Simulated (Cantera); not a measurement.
Gas-phase reforming

An isothermal, constant-pressure homogeneous reactor starts with 47.6 % CH4, 52.4 % CO2, at 1525 K and 345 Torr.

Cantera simulation using GRI-Mech 3.0 (53 species, 325 reactions); the numbers are that mechanism's predictions, not measurements.

| t (s) | x CH4 | x CO2 | x O | x CH3 | x CO | x HCO | x H2O |
|---|---|---|---|---|---|---|---|
| 0.000300 | 0.476 | 0.524 | <1e-12 | 0.000118 | 1.01e-6 | 3.23e-12 | 9.53e-7 |
| 0.000560 | 0.476 | 0.524 | <1e-12 | 0.000172 | 2.25e-6 | 2.10e-11 | 1.98e-6 |
| 0.00104 | 0.476 | 0.524 | <1e-12 | 0.000216 | 5.37e-6 | 8.80e-11 | 4.33e-6 |
| 0.00195 | 0.475 | 0.524 | <1e-12 | 0.000266 | 1.35e-5 | 2.84e-10 | 1.00e-5 |
| 0.00364 | 0.474 | 0.523 | <1e-12 | 0.000333 | 3.76e-5 | 7.76e-10 | 2.57e-5 |
| 0.00679 | 0.470 | 0.523 | <1e-12 | 0.000408 | 0.000118 | 1.62e-9 | 7.74e-5 |
| 0.0127 | 0.462 | 0.521 | <1e-12 | 0.000460 | 0.000394 | 2.36e-9 | 0.000271 |
| 0.0237 | 0.447 | 0.515 | <1e-12 | 0.000453 | 0.00129 | 2.49e-9 | 0.000992 |
| 0.0442 | 0.419 | 0.503 | <1e-12 | 0.000401 | 0.00397 | 2.15e-9 | 0.00337 |
| 0.0824 | 0.379 | 0.481 | 1.08e-12 | 0.000340 | 0.0112 | 1.77e-9 | 0.0102 |
| 0.154 | 0.324 | 0.443 | 1.44e-12 | 0.000283 | 0.0290 | 1.49e-9 | 0.0271 |
| 0.287 | 0.254 | 0.381 | 1.97e-12 | 0.000227 | 0.0667 | 1.37e-9 | 0.0633 |
| 0.536 | 0.175 | 0.288 | 2.74e-12 | 0.000173 | 0.132 | 1.55e-9 | 0.125 |
| 1.00 | 0.100 | 0.185 | 3.69e-12 | 0.000118 | 0.213 | 2.11e-9 | 0.193 |
x: mole fraction; the columns are a selection and need not sum to one.

Equilibrium at this temperature and pressure: CH4 2.05e-6, CO2 0.00696, O 1.22e-12, CH3 2.12e-9, CO 0.505, HCO 8.18e-9, H2O 0.0174 (gas phase only).
